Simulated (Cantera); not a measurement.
Charge: 1 mol NF3, 0.76 mol H2O, 41 mol N2, equilibrated at 2548.15 K and 1.33 mbar.

Equilibrium computed with Cantera from the NASA thermochemical tables; the gas is ideal and each condensed phase is pure. Candidate condensed phases: H2O; 40 gas species. Kinetics and transport are ignored.

Base state: N2 0.916, F 0.0343, HF 0.0319, O 0.0137, NO 0.00160, H 0.00158, O2 0.000743, OH 4.60e-5 (mole fractions); condensed: gas only.

What changes in the equilibrium state with this change: pressure from 1.33 mbar to 7.00 bar?


| species | before | after |
|---|---|---|
| N2 | 0.916 | 0.922 |
| HF | 0.0319 | 0.0339 |
| F | 0.0343 | 0.0330 |
| O | 0.0137 | 0.000532 |
| O2 | 0.000743 | 0.00592 |
| H | 0.00158 | 3.32e-7 |
| N | 1.19e-5 | 1.64e-7 |
| OH | 4.60e-5 | 1.98e-6 |
| NO | 0.00160 | 0.00454 |
